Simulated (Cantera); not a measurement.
Input: 1 mol SiC, 0.015 mol H2O, a varied amount of N2, equilibrated at 1900 °C and 0.100 bar.

These are equilibrium values from Cantera (NASA tables, ideal gas, pure condensed phases), not measurements of a reactor. Candidate condensed phases: C, C6H6, C7H8, C8H18, H2O, Si, SiC, SiO2, Si2N2O, Si3N4; 151 gas species. Rates play no part.

### Question
Which condensed phases are stable at each of these points (n(N2) (mol)): 16, 61, 110, 150, 200, 240, 290?

### Answer
```tsv
n(N2) (mol)	condensed phases	Si condensed (%)
16	SiC(s)	98.2
61	SiC(s)	96.9
110	SiC(s)	95.9
150	C(graphite) + SiC(s)	94.7
200	C(graphite) + SiC(s)	92.9
240	C(graphite) + SiC(s)	91.5
290	C(graphite) + SiC(s)	89.7
```

From 16 mol N2 to 110 mol N2 the condensed part is SiC(s). From 150 mol N2 to 290 mol N2 the condensed part is C(graphite) + SiC(s).
